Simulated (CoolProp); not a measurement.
R236EA along the isotherm 412 K: density (kg/m³) from the reference equation and from simpler models built on Tc = 412.4 K, pc = 3.414 MPa, ω = 0.368; each cubic takes its own stable root.

Model: reference Helmholtz-energy equation of state, Rui 2013, in CoolProp.

```json
[
 {"p (MPa)": "0.667", "phase": "gas", "reference": "31.86"},
 {"p (MPa)": "1.33", "phase": "gas", "reference": "69.38"},
 {"p (MPa)": "2", "phase": "gas", "reference": "117.1"},
 {"p (MPa)": "2.67", "phase": "gas", "reference": "185.3"},
 {"p (MPa)": "4", "phase": "liquid", "reference": "873.2"},
 {"p (MPa)": "4.67", "phase": "liquid", "reference": "924.4"},
 {"p (MPa)": "5.33", "phase": "liquid", "reference": "957.2"},
 {"p (MPa)": "6", "phase": "liquid", "reference": "982.6"}
]
```

Q: How far does each simpler model (van der Waals, Soave-Redlich-Kwong, Peng-Robinson) lie from the reference over these 8 states: mean and median of the absolute difference, and the worst?

A: 
- van der Waals: mean 17.4 %, median 18.4 %, worst -32.9 % at 412 K and 4 MPa
- Soave-Redlich-Kwong: mean 8.8 %, median 8.1 %, worst -20.0 % at 412 K and 4 MPa
- Peng-Robinson: mean 4.9 %, median 4.0 %, worst -11.5 % at 412 K and 4 MPa
